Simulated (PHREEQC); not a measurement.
Synthetic water in mg/kgw, 40 °C, pH 6.72, pe 12.3: Na 1.77; K 0.98; Ca 10.6; Mg 3.63; Cl 14; S(6) as SO4 5.06; Alkalinity as HCO3 28.7; Br 0.776; Sr 2.52; Pb 3.22.

Valence states are taken as typed.

Model: ion-association model, phreeqc.dat, run in PHREEQC.

This is a speciation only: nothing precipitates in the calculation.

Q: Estimate the specific conductance, charge-balance error.

A: specific conductance 149 µS/cm; charge-balance error 2.0 %.

Q: In which forms is Mg present?

A: Mg+2 98 %, MgSO4 1.2 % of the Mg.

The solution is supersaturated, for example in Cerussite, Pb(OH)2, so a real one may precipitate; this is no full list. Away from 25 °C the constants follow the database's enthalpies or fits; those with neither stay at their 25 °C values.
